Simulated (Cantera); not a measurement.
A closed system holds: 1 mol Cr, 0.16 mol N2O, 0.38 mol N2, equilibrated at 2.20 bar.

Equilibrium computed with Cantera from the NASA thermochemical tables; the gas is ideal and each condensed phase is pure. Candidate condensed phases: Cr, CrN, Cr2N, Cr2O3; 14 gas species. Mutual solubility and eutectic melting of coexisting phases are not modelled. Equilibrium is a limit: real reactors are often held back by kinetics, nucleation or transport.

x: gas mole fraction; n: condensed amount in mol.

| T (°C) | x N2 | x Cr | n CrN(s) | n Cr2O3(s) | n Cr2N(s) |
|---|---|---|---|---|---|
| 552 | 1.00 | <1e-12 | 0.893 | 0.0533 | 0 |
| 602 | 1.00 | <1e-12 | 0.893 | 0.0533 | 0 |
| 652 | 1.00 | <1e-12 | 0.893 | 0.0533 | 0 |
| 702 | 1.00 | <1e-12 | 0.893 | 0.0533 | 0 |
| 752 | 1.00 | <1e-12 | 0.893 | 0.0533 | 0 |
| 802 | 1.00 | <1e-12 | 0.893 | 0.0533 | 0 |
| 852 | 1.00 | <1e-12 | 0.893 | 0.0533 | 0 |
| 902 | 1.00 | … | 0.893 | 0.0533 | 0 |
| 952 | 1.00 | … | 0.893 | 0.0533 | 0 |
| 1002 | 1.00 | … | 0.893 | 0.0533 | 0 |
| 1052 | 1.00 | … | 0.893 | 0.0533 | 0 |
| 1102 | 1.00 | … | 0.893 | 0.0533 | 0 |
| 1152 | 1.00 | … | 0 | 0.0533 | 0.447 |

**Question.** Complete the blanks.

**Answer.** 
- 902, x Cr: 1.97e-12
- 952, x Cr: 1.60e-11
- 1002, x Cr: 1.10e-10
- 1052, x Cr: 6.51e-10
- 1102, x Cr: 3.38e-9
- 1152, x Cr: 1.53e-8
